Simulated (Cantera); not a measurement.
Hydrocarbon pyrolysis for carbon deposition

An isothermal, constant-pressure homogeneous reactor starts with CH₄ : H₂ = 0.29 : 3.3 (molar parts), at 1700 K and 780 Pa.

Detailed kinetics in Cantera: GRI-Mech 3.0 (53 species, 325 reactions). GRI-Mech 3.0 stops at C3 and has no aromatics, soot or wall deposition, so with more carbon than oxygen in the feed, carbon stays in small species such as C2H2 where larger ones or solid carbon would form. Radical loss at walls, strong at low pressure, is not modelled.

```
t (s)       x CH₄   x H₂     x CH₂     x C₂H    x C₂H₆     x CH₃    x C₂H₄
--------  -------  -----  --------  --------  --------  --------  --------
1.00e-5    0.0808  0.919    <1e-12    <1e-12    <1e-12   1.42e-7    <1e-12
2.86e-5    0.0808  0.919    <1e-12    <1e-12    <1e-12   4.28e-7    <1e-12
8.18e-5    0.0808  0.919    <1e-12    <1e-12    <1e-12   1.32e-6    <1e-12
0.000234   0.0808  0.919  6.12e-12    <1e-12  9.38e-12   3.98e-6  2.33e-11
0.000669   0.0808  0.919  6.95e-11    <1e-12  2.43e-10   1.16e-5  7.42e-10
0.00191    0.0807  0.919  6.50e-10    <1e-12   4.92e-9   3.34e-5   1.93e-8
0.00548    0.0807  0.919   5.50e-9    <1e-12   7.21e-8   9.56e-5   4.61e-7
0.0157     0.0805  0.919   4.39e-8  1.07e-12   7.07e-7  0.000273   1.01e-5
0.0448     0.0794  0.919   3.14e-7  2.84e-10   4.61e-6  0.000763  0.000148
0.128      0.0717  0.922   1.03e-6   1.67e-8   1.11e-5   0.00140  0.000437
0.367      0.0501  0.934   9.68e-7   8.20e-8   6.46e-6   0.00111  0.000251
1.05       0.0247  0.948   6.74e-7   1.77e-7   1.85e-6  0.000622   7.70e-5
3.00      0.00851  0.957   3.54e-7   2.72e-7   2.68e-7  0.000252   2.17e-5
```
x: mole fraction; the columns are a selection and need not sum to one.

Equilibrium at this temperature and pressure: CH₄ 0.000180, H₂ 0.961, CH₂ 1.10e-8, C₂H 3.56e-7, C₂H₆ 2.28e-10, CH₃ 6.25e-6, C₂H₄ 1.35e-5 (gas phase only).
